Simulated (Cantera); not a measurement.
Feed: 1 mol CH3SiH3, 2.9 mol H2, equilibrated at 100000 Pa.

Equilibrium computed with Cantera from the NASA thermochemical tables; the gas is ideal and each condensed phase is pure. Candidate condensed phases: C, C6H6, C7H8, C8H18, Si, SiC; 87 gas species. The feed counts by its element totals alone. Gases not in the tables: Si2H6 and higher silanes. The numbers say what is thermodynamically allowed, not how fast it happens. All values below are at 1425 °C.

Base state: H2 1.000, H 0.000145, CH4 1.66e-5, SiH2 1.37e-5 (mole fractions); condensed: SiC(s).

What changes in the equilibrium state with this change: pressure from 100000 Pa to 1100 Pa?


```tsv
species	before	after
H2	1.000	0.999
H	0.000145	0.00138
CH4	1.66e-5	2.17e-6
SiH2	1.37e-5	1.14e-6
SiC(s), mol	1.000	1.000
```
